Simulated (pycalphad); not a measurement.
Computed with pycalphad from the COST 507 light-alloy database (1999), at 1 atm. The data set is of 1999 and partly superseded. Not assessed as a whole: an extrapolation from subsystems, which can miss ternary compounds. Amounts are mole fractions of atoms. Kinetics are ignored, which matters at the lower temperatures.

Task: Give the equilibrium state of Ti-11.38Fe-4.191Si (wt.%) at 690 K.

Result: hcp, fraction 0.533, with 0.01 Fe, 0.20 Si wt.%; SITI3, fraction 0.275, with no Fe, 16.4 Si wt.%; FETI, fraction 0.193, with 53.8 Fe, no Si wt.%.

Task: Give the equilibrium state of Ti-11.38Fe-4.191Si (wt.%) at 1010 K.

Result: bcc, fraction 0.753, with 14.7 Fe, 0.67 Si wt.%; SITI3, fraction 0.247, with no Fe, 16.4 Si wt.%.

Database names, with the compositions (at.%) that they take in these runs: SITI3: Ti 75 Si 25; FETI: Ti 50 Fe 50. An entry "none" or "no" means that the model of the phase leaves that element out.
